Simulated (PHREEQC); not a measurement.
0.028 g of hydrous ferric oxide (600 m²/g; 0.2 weak and 0.005 strong sites per Fe, Dzombak-Morel constants, diffuse double layer) in 1 kg of water with 0.005 mol/kgw of an inert sodium salt and 0.0036 mmol/kgw SrCl2, at 25 °C; the pH is set by adding NaOH or the inert anion's acid. O2 is buffered at 0.21 atm. CO2 from the air is kept out. Precipitation was switched off in this run.

Base run: PHREEQC, ion-association model, wateq4f.dat. Each further column changes one thing. The table gives surface charge σ (C/m²).

```
pH     base  background salt from 0.005 to 0.0005 mol/kgw  oxide from 0.028 to 0.14 g/kgw
---  ------  --------------------------------------------  ------------------------------
3     0.302                                         0.238                           0.303
4     0.182                                         0.097                           0.183
4.5   0.131                                         0.062                           0.131
5.5   0.060                                         0.023                           0.060
6.5   0.023                                         0.008                           0.023
7.5   0.006                                         0.002                           0.006
8     0.001                                         0.000                           0.001
9    -0.008                                        -0.003                          -0.009
```

The oxide is taken as insoluble; below pH 4 it would dissolve.
